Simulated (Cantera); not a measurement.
A Cantera script and what it prints.

```python
import numpy as np
import cantera as ct

gas_names = """
    B BH BH2 BH3 BN BO BO2 B2 B2O B2O2 B2O3 B3O3H3 H HBO HBO2 HNO HNO2 HNO3 HO2 H2 H2O H2O2 H3B3O6 N NH
    NH2 NH3 NH2OH NO NO2 NO3 N2 N2H2 N2H4 N2O O OH O2 O3
""".split()
cond_names = """
    B(b) B(L) BN(s) B2O3(L) B3O3H3(cr) H2O(s) H2O(L)
""".split()


# ... load() reads the species with a 1 bar reference pressure and builds the phases ...
atoms = {
    'BN': {'B': 1, 'N': 1},
    'H2O': {'H': 2, 'O': 1},
    'H2': {'H': 2},
}
top_T = {'BN(s)': 3200}  # K; cautious upper limits of use, not melting points


# ... equilibrate(T, P, feed) seeds the gas with the atoms and calls Mixture.equilibrate('TP', solver="vcs", rtol=1e-11, max_steps=5000) ...
results = []
feed = {'BN': 1, 'H2O': 0.11, 'H2': 1.9}  # mol
T = 1173.15  # K
P = 76000  # Pa
mix = equilibrate(T, P, feed)
results.append((T, P, feed, dict(zip(mix.species_names, mix.species_moles))))
print(gas.report(threshold=0.0001))
for i in range(1, mix.n_phases):
    print(f"{mix.phase(i).name:16s} {mix.phase_moles(i):12.5e} mol")
```

Result:

```
       temperature   1173.2 K
          pressure   76000 Pa
           density   0.019469 kg/m^3
  mean mol. weight   2.4987 kg/kmol
   phase of matter   gas

                          1 kg             1 kmol
                     ---------------   ---------------
          enthalpy        1.0203e+07        2.5493e+07  J
   internal energy         6.299e+06        1.5739e+07  J
           entropy             70226        1.7547e+05  J/K
    Gibbs function       -7.2183e+07       -1.8036e+08  J
 heat capacity c_p             12423             31041  J/K
 heat capacity c_v            9095.5             22727  J/K

                      mass frac. Y      mole frac. X     chem. pot. / RT
                     ---------------   ---------------   ---------------
                H2           0.79121           0.98065           -18.211
               H2O          0.015033         0.0020851           -56.626
                N2           0.19303          0.017217           -29.627
     [  +36 minor]        0.00072309         5.227e-05

B(b)              0.00000e+00 mol
BN(s)             9.29531e-01 mol
B2O3(L)           3.52002e-02 mol
B3O3H3(cr)        0.00000e+00 mol
```

These are equilibrium values from Cantera (NASA tables, ideal gas, pure condensed phases), not measurements of a reactor. Mutual solubility and eutectic melting of coexisting phases are not modelled. Gases not in the tables: H3BO3.
